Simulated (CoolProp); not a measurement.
R142b at 253.27 K and 0.0403 MPa is compressed adiabatically to 0.176 MPa with isentropic efficiency 0.7. Each further row changes one setting.

The numbers come from the reference Helmholtz-energy equation of state, Lemmon 2006 in CoolProp. It is a short technical equation, of lower accuracy than the large ones.

```
case             work (kJ/kg)  final temperature (K)  final density (kg/m³)
---------------  ------------  ---------------------  ---------------------
as stated                   …                  313.6                      …
efficiency 1                …                      …                      …
efficiency 0.65             …                      …                      …
```

Problem. Fill in the missing entries.

Solution. 
- as stated, work (kJ/kg): 46.5
- as stated, final density (kg/m³): 7.05
- efficiency 1, work (kJ/kg): 32.5
- efficiency 1, final temperature (K): 297.8
- efficiency 1, final density (kg/m³): 7.49
- efficiency 0.65, work (kJ/kg): 50.1
- efficiency 0.65, final temperature (K): 317.6
- efficiency 0.65, final density (kg/m³): 6.95
